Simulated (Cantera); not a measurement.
Charge: 1 mol SiCl4, 1.4 mol Cl2, 0.56 mol H2, equilibrated at 1098.15 K and 0.730 bar.

Cantera equilibrium calculation (NASA polynomials, part measured and part estimated; ideal gas, pure solids and liquids). Candidate condensed phases: Si; 19 gas species. Kinetics and transport are ignored.

Base state: HCl 0.378, SiCl4 0.338, Cl2 0.283, Cl 0.000922 (mole fractions); condensed: gas only.

What changes in the equilibrium state with this change: 0.15 mol NH3 added?


```tsv
species	before	after
HCl	0.378	0.481
SiCl4	0.338	0.307
Cl2	0.283	0.188
N2	0	0.0230
Cl	0.000922	0.000752
```
Further candidate phases: NH4Cl, Si3N4.

What changes in the equilibrium state with this change: temperature from 1098.15 K to 1175 K?


```csv
species,before,after
HCl,0.378,0.378
SiCl4,0.338,0.337
Cl2,0.283,0.282
Cl,0.000922,0.00225
```

What changes in the equilibrium state with this change: H2 from 0.56 to 12 mol?


| species | before | after |
|---|---|---|
| H2 | <1e-9 | 0.732 |
| HCl | 0.378 | 0.198 |
| SiCl4 | 0.338 | 0.0656 |
| Cl2 | 0.283 | <1e-9 |
| SiHCl3 | <1e-9 | 0.00353 |
| Cl | 0.000922 | 6.03e-9 |
The tables' values for SiCl3 are old estimates; treat these amounts as uncertain.
